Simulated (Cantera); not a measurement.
Gas activation for diamond growth

An isothermal, constant-pressure homogeneous reactor starts with CH4 : H2 : H2O = 0.031 : 1 : 0.0036 (molar parts), at 2475 K and 0.110 bar.

Detailed kinetics in Cantera: GRI-Mech 3.0 (53 species, 325 reactions). GRI-Mech 3.0 stops at C3 and has no aromatics, soot or wall deposition, so with more carbon than oxygen in the feed, carbon stays in small species such as C2H2 where larger ones or solid carbon would form.

| t (s) | x CH4 | x H2 | x CH2 | x H | x C2H4 | x C2H2 | x C2H |
|---|---|---|---|---|---|---|---|
| 3.00e-6 | 0.0296 | 0.966 | 1.65e-7 | 0.000488 | 3.50e-8 | 9.87e-10 | <1e-12 |
| 1.66e-5 | 0.0283 | 0.964 | 5.90e-6 | 0.00283 | 6.21e-6 | 1.43e-6 | 2.82e-10 |
| 9.17e-5 | 0.0217 | 0.954 | 9.60e-5 | 0.0141 | 0.000164 | 0.000805 | 8.06e-7 |
| 0.000507 | 0.00428 | 0.949 | 0.000100 | 0.0297 | 2.89e-5 | 0.0108 | 2.30e-5 |
| 0.00280 | 0.000361 | 0.940 | 2.11e-5 | 0.0426 | 2.11e-6 | 0.0132 | 4.05e-5 |
| 0.0155 | 4.92e-5 | 0.925 | 5.80e-6 | 0.0592 | 1.12e-6 | 0.0123 | 5.36e-5 |
| 0.0856 | 1.68e-5 | 0.919 | 2.46e-6 | 0.0655 | 9.85e-7 | 0.0123 | 5.96e-5 |
| 0.473 | 1.68e-5 | 0.919 | 2.46e-6 | 0.0655 | 9.85e-7 | 0.0123 | 5.96e-5 |
| 2.62 | 1.68e-5 | 0.919 | 2.46e-6 | 0.0655 | 9.85e-7 | 0.0123 | 5.96e-5 |
| 14.5 | 1.68e-5 | 0.919 | 2.46e-6 | 0.0655 | 9.85e-7 | 0.0123 | 5.96e-5 |
| 80.0 | 1.68e-5 | 0.919 | 2.46e-6 | 0.0655 | 9.85e-7 | 0.0123 | 5.96e-5 |
x: mole fraction; the columns are a selection and need not sum to one.

Equilibrium at this temperature and pressure: CH4 1.70e-5, H2 0.919, CH2 2.49e-6, H 0.0655, C2H4 9.85e-7, C2H2 0.0123, C2H 5.96e-5 (gas phase only).
